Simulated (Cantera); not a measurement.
Mixture: C₃H₈ : O₂ : N₂ = 1 : 3.57 : 13.4 (molar parts), equivalence ratio 1.4, at 2.66 atm, adiabatic and at constant volume. Ignition delay is the time to a rise of 400 K.

Detailed kinetics in Cantera: GRI-Mech 3.0 (53 species, 325 reactions). GRI-Mech 3.0 was tuned for natural gas; its chemistry of propane as a main component is partial and can be far from experiment.

Question: Predict: delay at 1048 K; delay at 1198 K; delay at 1348 K; delay at 1498 K; apparent activation energy between 1423 and 1573 K.

Answer: 
```json
{
 "delay at 1048 K": "92.5 ms",
 "delay at 1198 K": "3.78 ms",
 "delay at 1348 K": "0.265 ms",
 "delay at 1498 K": "40.0 µs",
 "apparent activation energy between 1423 and 1573 K": "190 kJ/mol"
}
```
